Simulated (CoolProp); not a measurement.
Properties of methane along the isotherm 198.1 K.

Computed with CoolProp (reference Helmholtz-energy equation of state, Setzmann 1991).

```csv
p (MPa),phase,cp (kJ/(kg K)),speed of sound (m/s),isothermal compressibility (1/MPa)
0.821,gas,2.252,358.2,(withheld)
1.64,gas,2.482,346.2,0.6961
2.46,gas,2.825,333.2,0.5112
3.29,gas,3.408,(withheld),0.4385
4.11,gas,4.584,303.2,(withheld)
4.93,supercritical,8.316,(withheld),0.5508
5.75,supercritical,23.31,287.2,0.7456
6.57,supercritical,10.07,385.9,0.1505
7.39,supercritical,7.336,454.1,0.07559
8.21,supercritical,(withheld),(withheld),(withheld)
9.03,supercritical,5.610,546.5,(withheld)
9.86,supercritical,5.206,582.5,0.03015
10.7,supercritical,4.916,614.6,0.02511
11.5,supercritical,4.708,642.0,0.02169
```

Question: Complete the blanks.

Answer: 
- 0.821, isothermal compressibility (1/MPa): 1.292
- 3.29, speed of sound (m/s): 318.9
- 4.11, isothermal compressibility (1/MPa): 0.4345
- 4.93, speed of sound (m/s): 285.4
- 8.21, cp (kJ/(kg K)): 6.228
- 8.21, speed of sound (m/s): 505.0
- 8.21, isothermal compressibility (1/MPa): 0.05026
- 9.03, isothermal compressibility (1/MPa): 0.03770

The peak of cp marks the crossing from liquid-like to gas-like fluid above the critical point.
